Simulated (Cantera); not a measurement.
A perfectly stirred reactor is fed with H2 : O2 = 0.017 : 1 (molar parts), at 0.0263 atm; it is held at 1348 K, and followed from long to short residence time.

Computed with Cantera and GRI-Mech 3.0 (53 species, 325 reactions). Radical loss at walls, strong at low pressure, is not modelled.

### Question
What does this change do: H2 0.017 to 0.022 parts?

### Answer
```csv
quantity,before,after
x(H2) at τ = 18.0 s,5.59e-6,6.84e-6
x(O2) at τ = 18.0 s,0.983,0.978
x(H2O) at τ = 18.0 s,0.0167,0.0216
x(H) at τ = 18.0 s,2.28e-6,2.78e-6
x(O) at τ = 18.0 s,0.000268,0.000280
x(H2) at τ = 84.0 ms,0.000129,0.000162
x(O2) at τ = 84.0 ms,0.976,0.970
x(H2O) at τ = 84.0 ms,0.0158,0.0205
x(H) at τ = 84.0 ms,0.000277,0.000372
x(O) at τ = 84.0 ms,0.00646,0.00722
```
